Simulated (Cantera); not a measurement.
An adiabatic, constant-volume homogeneous reactor starts with CH4 : H2 : O2 : N2 = 1 : 0.12 : 1.87 : 7.04 (molar parts), equivalence ratio 1.1, at 1798 K and 1.18 atm. Integrator tolerance rtol = 1e-08.

Computed with Cantera and GRI-Mech 3.0 (53 species, 325 reactions). Above 3000 K some thermodynamic fits are extrapolated.

Question: What does this change do: initial temperature 1798 to 1400 K?

Answer: 
| quantity | before | after |
|---|---|---|
| time of steepest temperature rise | 74.5 µs | 1.45 ms |
| temperature at 10.0 s | 3015 K | 2916 K |
| equilibrium temperature | 3015 K | 2916 K |
| x(CH4) at 10.0 s | <1e-12 (gas-phase equilibrium <1e-12) | <1e-12 (gas-phase equilibrium <1e-12) |
| x(H2) at 10.0 s | 0.0345 (gas-phase equilibrium 0.0345) | 0.0283 (gas-phase equilibrium 0.0283) |
| x(O2) at 10.0 s | 0.0166 (gas-phase equilibrium 0.0166) | 0.0129 (gas-phase equilibrium 0.0129) |
| x(CH2CO) at 10.0 s | <1e-12 (gas-phase equilibrium <1e-12) | <1e-12 (gas-phase equilibrium <1e-12) |
| x(NO2) at 10.0 s | 2.93e-6 (gas-phase equilibrium 2.93e-6) | 2.43e-6 (gas-phase equilibrium 2.43e-6) |
| x(HCN) at 10.0 s | 1.01e-8 (gas-phase equilibrium 1.01e-8) | 7.28e-9 (gas-phase equilibrium 7.28e-9) |

Question: What does this change do: initial temperature 1798 to 950 K?

Answer: 
| quantity | before | after |
|---|---|---|
| time of steepest temperature rise | 74.5 µs | 0.188 s |
| temperature at 10.0 s | 3015 K | 2794 K |
| equilibrium temperature | 3015 K | 2794 K |
| x(CH4) at 10.0 s | <1e-12 (gas-phase equilibrium <1e-12) | <1e-12 (gas-phase equilibrium <1e-12) |
| x(H2) at 10.0 s | 0.0345 (gas-phase equilibrium 0.0345) | 0.0214 (gas-phase equilibrium 0.0214) |
| x(O2) at 10.0 s | 0.0166 (gas-phase equilibrium 0.0166) | 0.00815 (gas-phase equilibrium 0.00815) |
| x(CH2CO) at 10.0 s | <1e-12 (gas-phase equilibrium <1e-12) | <1e-12 (gas-phase equilibrium <1e-12) |
| x(NO2) at 10.0 s | 2.93e-6 (gas-phase equilibrium 2.93e-6) | 1.70e-6 (gas-phase equilibrium 1.70e-6) |
| x(HCN) at 10.0 s | 1.01e-8 (gas-phase equilibrium 1.01e-8) | 5.01e-9 (gas-phase equilibrium 5.01e-9) |
Below about 1000 K GRI-Mech 3.0 lacks low-temperature oxidation paths.

Question: What does this change do: 0.039 parts C2H6 added?

Answer: 
```json
[
 {"quantity": "time of steepest temperature rise", "before": "74.5 µs", "after": "38.0 µs"},
 {"quantity": "temperature at 10.0 s", "before": "3015 K", "after": "3027 K"},
 {"quantity": "equilibrium temperature", "before": "3015 K", "after": "3027 K"},
 {"quantity": "x(CH4) at 10.0 s", "before": "<1e-12 (gas-phase equilibrium <1e-12)", "after": "<1e-12 (gas-phase equilibrium <1e-12)"},
 {"quantity": "x(H2) at 10.0 s", "before": "0.0345 (gas-phase equilibrium 0.0345)", "after": "0.0405 (gas-phase equilibrium 0.0405)"},
 {"quantity": "x(O2) at 10.0 s", "before": "0.0166 (gas-phase equilibrium 0.0166)", "after": "0.0130 (gas-phase equilibrium 0.0130)"},
 {"quantity": "x(CH2CO) at 10.0 s", "before": "<1e-12 (gas-phase equilibrium <1e-12)", "after": "<1e-12 (gas-phase equilibrium <1e-12)"},
 {"quantity": "x(NO2) at 10.0 s", "before": "2.93e-6 (gas-phase equilibrium 2.93e-6)", "after": "2.30e-6 (gas-phase equilibrium 2.30e-6)"},
 {"quantity": "x(HCN) at 10.0 s", "before": "1.01e-8 (gas-phase equilibrium 1.01e-8)", "after": "1.44e-8 (gas-phase equilibrium 1.44e-8)"}
]
```
